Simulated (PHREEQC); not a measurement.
Solution (20 °C): 4.5 mmol/kgw HF, 0.035 mmol/kgw (CH3)4NF and 48 mmol/kgw H2SO4. Closed to the air; pH follows from the charge balance.

Computed with PHREEQC (ion-association model, phreeqc.dat).

This is a speciation only: nothing precipitates in the calculation.

Q: What pH, specific conductance, ionic strength does the model give?

A: pH 1.28; specific conductance 19200 µS/cm; ionic strength 0.0768 mol/kgw.

Q: In which forms is F present?

A: HF 98 %, F- 1.8 % of the F.

Species that the database lacks are ignored. (CH3)4N+ isn't in the database: it is added as a free cation with an ion size of 4 Å.
